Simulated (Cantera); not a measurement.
Feed: 1 mol Ti(OiPr)₄, 0.28 mol CH₄, 8.7 mol N₂, equilibrated at 1852 °C and 0.100 bar.

Cantera equilibrium calculation (NASA polynomials, part measured and part estimated; ideal gas, pure solids and liquids). Candidate condensed phases: C, C₆H₆, C₇H₈, C₈H₁₈, H₂O, Ti, TiC, TiN, TiO, TiO₂, Ti₂O₃, Ti₃O₅, Ti₄O₇; 139 gas species. The feed counts by its element totals alone. TiC: taken at fixed stoichiometry. The numbers say what is thermodynamically allowed, not how fast it happens.

Base state: H₂ 0.522, N₂ 0.313, CO 0.146, HCN 0.00946, H 0.00830, C₂H₂ (acetylene) 0.000874, HNC 0.000665 (mole fractions); condensed: C(graphite) + TiC(s).

### Question
What changes in the equilibrium state with this change: temperature from 1852 °C to 1375 °C?

### Answer
```
species             before     after
----------------  --------  --------
H₂                   0.522     0.533
N₂                   0.313     0.319
CO                   0.146     0.147
HCN                0.00946   0.00113
H                  0.00830  0.000206
C₂H₂ (acetylene)  0.000874   2.39e-5
HNC               0.000665   2.94e-5
CH₄                8.47e-6   3.81e-5
C(graphite), mol      6.95      7.25
TiC(s), mol          1.000      1.00
```
